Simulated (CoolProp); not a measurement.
Properties of n-hexane along the isobar 0.101 MPa (Tc = 507.8 K, pc = 3.044 MPa, ω = 0.300).

The numbers come from the reference Helmholtz-energy equation of state, Thol 2019 in CoolProp.

```json
[
 {"T (K)": "247.3", "phase": "liquid", "density (kg/m³)": "699.6", "cp (kJ/(kg K))": "2.090", "isothermal compressibility (1/MPa)": "0.001081", "conductivity (mW/(m K))": "137", "fugacity coefficient": "0.01263"},
 {"T (K)": "256.7", "phase": "liquid", "density (kg/m³)": "691.5", "cp (kJ/(kg K))": "2.119", "isothermal compressibility (1/MPa)": "0.001170", "conductivity (mW/(m K))": "134", "fugacity coefficient": "0.02323"},
 {"T (K)": "266", "phase": "liquid", "density (kg/m³)": "683.5", "cp (kJ/(kg K))": "2.150", "isothermal compressibility (1/MPa)": "0.001268", "conductivity (mW/(m K))": "130", "fugacity coefficient": "0.04033"},
 {"T (K)": "275.4", "phase": "liquid", "density (kg/m³)": "675.2", "cp (kJ/(kg K))": "2.183", "isothermal compressibility (1/MPa)": "0.001377", "conductivity (mW/(m K))": "127", "fugacity coefficient": "0.06728"},
 {"T (K)": "284.7", "phase": "liquid", "density (kg/m³)": "667.0", "cp (kJ/(kg K))": "2.218", "isothermal compressibility (1/MPa)": "0.001499", "conductivity (mW/(m K))": "124", "fugacity coefficient": "0.1072"},
 {"T (K)": "294.1", "phase": "liquid", "density (kg/m³)": "658.5", "cp (kJ/(kg K))": "2.256", "isothermal compressibility (1/MPa)": "0.001636", "conductivity (mW/(m K))": "121", "fugacity coefficient": "0.1655"},
 {"T (K)": "303.4", "phase": "liquid", "density (kg/m³)": "650.1", "cp (kJ/(kg K))": "2.295", "isothermal compressibility (1/MPa)": "0.001790", "conductivity (mW/(m K))": "118", "fugacity coefficient": "0.2461"},
 {"T (K)": "312.8", "phase": "liquid", "density (kg/m³)": "641.4", "cp (kJ/(kg K))": "2.336", "isothermal compressibility (1/MPa)": "0.001965", "conductivity (mW/(m K))": "116", "fugacity coefficient": "0.3567"},
 {"T (K)": "322.2", "phase": "liquid", "density (kg/m³)": "632.5", "cp (kJ/(kg K))": "2.378", "isothermal compressibility (1/MPa)": "0.002166", "conductivity (mW/(m K))": "113", "fugacity coefficient": "0.5032"},
 {"T (K)": "331.5", "phase": "liquid", "density (kg/m³)": "623.6", "cp (kJ/(kg K))": "2.421", "isothermal compressibility (1/MPa)": "0.002393", "conductivity (mW/(m K))": "110", "fugacity coefficient": "0.6903"},
 {"T (K)": "340.9", "phase": "liquid", "density (kg/m³)": "614.3", "cp (kJ/(kg K))": "2.467", "isothermal compressibility (1/MPa)": "0.002659", "conductivity (mW/(m K))": "108", "fugacity coefficient": "0.9289"},
 {"T (K)": "350.2", "phase": "gas", "density (kg/m³)": "3.128", "cp (kJ/(kg K))": "1.942", "isothermal compressibility (1/MPa)": "10.38", "conductivity (mW/(m K))": "18.3", "fugacity coefficient": "0.9575"},
 {"T (K)": "359.6", "phase": "gas", "density (kg/m³)": "3.033", "cp (kJ/(kg K))": "1.981", "isothermal compressibility (1/MPa)": "10.33", "conductivity (mW/(m K))": "19.3", "fugacity coefficient": "0.9613"},
 {"T (K)": "368.9", "phase": "gas", "density (kg/m³)": "2.945", "cp (kJ/(kg K))": "2.020", "isothermal compressibility (1/MPa)": "10.29", "conductivity (mW/(m K))": "20.2", "fugacity coefficient": "0.9647"},
 {"T (K)": "378.3", "phase": "gas", "density (kg/m³)": "2.863", "cp (kJ/(kg K))": "2.059", "isothermal compressibility (1/MPa)": "10.25", "conductivity (mW/(m K))": "21.2", "fugacity coefficient": "0.9677"},
 {"T (K)": "387.6", "phase": "gas", "density (kg/m³)": "2.786", "cp (kJ/(kg K))": "2.098", "isothermal compressibility (1/MPa)": "10.22", "conductivity (mW/(m K))": "22.2", "fugacity coefficient": "0.9704"}
]
```

Thermal conductivity comes from a separate model (Assael 2013).
